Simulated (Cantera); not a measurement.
Mixture: H₂ : O₂ : N₂ = 1 : 0.862 : 3.24 (molar parts), equivalence ratio 0.58, at 2.00 bar, adiabatic and at constant volume. Ignition delay is the time to a rise of 400 K.

Model: the H2/O2 subset of GRI-Mech 3.0, which has no nitrogen chemistry, integrated in Cantera. Where the delays flatten at high temperature, the 400 K rule measures the pace of heat release, not the induction time.

Question: What does this change do: pressure from 2.00 bar to 1.01 bar?

Answer: 
```tsv
quantity	before	after
delay at 1150 K	35.9 µs	61.3 µs
delay at 1250 K	18.8 µs	36.3 µs
delay at 1350 K	12.1 µs	25.1 µs
delay at 1450 K	8.79 µs	19.5 µs
delay at 1550 K	7.02 µs	16.8 µs
```

Question: What does this change do: pressure from 2.00 bar to 10.0 bar?

Answer: 
```
quantity          before     after
---------------  -------  --------
delay at 1150 K  35.9 µs  0.309 ms
delay at 1250 K  18.8 µs   10.8 µs
delay at 1350 K  12.1 µs   3.22 µs
delay at 1450 K  8.79 µs   1.83 µs
delay at 1550 K  7.02 µs   1.25 µs
```
The hydrogen kinetics of GRI-Mech 3.0 are dated; newer H2 mechanisms differ, most at raised pressure.
